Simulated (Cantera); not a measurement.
A perfectly stirred reactor is fed with CH₄ : O₂ : N₂ : H₂O = 1 : 2.02 : 7.6 : 0.37 (molar parts), equivalence ratio 0.99, at 2.00 bar; it is adiabatic with a 773 K inlet, and is followed from long to short residence time, starting on the burning branch (τ in s: 0.17, 0.071, 0.03, 0.012, 0.0051, 0.0021, 0.00088, 0.00037, 0.00015, 6.3e-05).

Model: GRI-Mech 3.0 (53 species, 325 reactions), integrated in Cantera.

What does this change do: inlet temperature 773 to 650 K?


```csv
quantity,before,after
"blow-out, bracketed by the residence times tried","burning at 63.0 µs, the shortest tried","burning at 63.0 µs, the shortest tried"
x(CH₄) at τ = 0.170 s,5.49e-7,7.86e-7
x(O₂) at τ = 0.170 s,0.00874,0.00748
x(H₂O) at τ = 0.170 s,0.203,0.206
x(O) at τ = 0.170 s,0.000661,0.000446
x(CH₃) at τ = 0.170 s,3.50e-7,4.78e-7
x(CH₄) at τ = 2.10 ms,2.89e-5,3.53e-5
x(O₂) at τ = 2.10 ms,0.0131,0.0124
x(H₂O) at τ = 2.10 ms,0.198,0.199
x(O) at τ = 2.10 ms,0.00128,0.00109
x(CH₃) at τ = 2.10 ms,1.71e-5,1.95e-5
```

What does this change do: N2 7.6 to 11 parts?


```csv
quantity,before,after
"blow-out, bracketed by the residence times tried","burning at 63.0 µs, the shortest tried","burning at 63.0 µs, the shortest tried"
x(CH₄) at τ = 0.170 s,5.49e-7,2.01e-6
x(O₂) at τ = 0.170 s,0.00874,0.00399
x(H₂O) at τ = 0.170 s,0.203,0.161
x(O) at τ = 0.170 s,0.000661,0.000127
x(CH₃) at τ = 0.170 s,3.50e-7,1.04e-6
x(CH₄) at τ = 2.10 ms,2.89e-5,4.88e-5
x(O₂) at τ = 2.10 ms,0.0131,0.00941
x(H₂O) at τ = 2.10 ms,0.198,0.154
x(O) at τ = 2.10 ms,0.00128,0.000750
x(CH₃) at τ = 2.10 ms,1.71e-5,2.11e-5
```

What does this change do: CH4 1 to 1.4 parts?


```csv
quantity,before,after
"blow-out, bracketed by the residence times tried","burning at 63.0 µs, the shortest tried","burning at 0.150 ms, out at 63.0 µs"
x(CH₄) at τ = 0.170 s,5.49e-7,1.18e-5
x(O₂) at τ = 0.170 s,0.00874,4.26e-5
x(H₂O) at τ = 0.170 s,0.203,0.201
x(O) at τ = 0.170 s,0.000661,1.85e-5
x(CH₃) at τ = 0.170 s,3.50e-7,5.55e-6
x(CH₄) at τ = 2.10 ms,2.89e-5,0.000163
x(O₂) at τ = 2.10 ms,0.0131,0.000690
x(H₂O) at τ = 2.10 ms,0.198,0.199
x(O) at τ = 2.10 ms,0.00128,0.000109
x(CH₃) at τ = 2.10 ms,1.71e-5,0.000124
```
